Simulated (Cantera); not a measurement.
Input: 1 mol SiCl4, 1.2 mol CH4, 200 mol H2, equilibrated at 20.0 mbar.

Cantera equilibrium calculation (NASA polynomials, part measured and part estimated; ideal gas, pure solids and liquids). Candidate condensed phases: C, C6H6, C7H8, C8H18, Si, SiC; 109 gas species. Kinetics and transport are ignored. All values below are at 1975 K.

Base state: H2 0.970, HCl 0.0192, H 0.00953, C2H2 (acetylene) 0.000560, Cl 0.000141, Si 8.56e-5, SiCl2 4.98e-5 (mole fractions); condensed: SiC(s).

Problem. What changes in the equilibrium state with this change: SiCl4 replaced by SiH2Cl2?

Solution. 
```json
[
 {"species": "H2", "before": "0.970", "after": "0.980"},
 {"species": "HCl", "before": "0.0192", "after": "0.00964"},
 {"species": "H", "before": "0.00953", "after": "0.00958"},
 {"species": "Cl", "before": "0.000141", "after": "7.04e-5"},
 {"species": "Si", "before": "8.56e-5", "after": "8.76e-5"},
 {"species": "SiCl2", "before": "4.98e-5", "after": "1.27e-5"},
 {"species": "C2H2 (acetylene)", "before": "0.000560", "after": "0.000540"},
 {"species": "SiC(s), mol", "before": "0.966", "after": "0.974"}
]
```
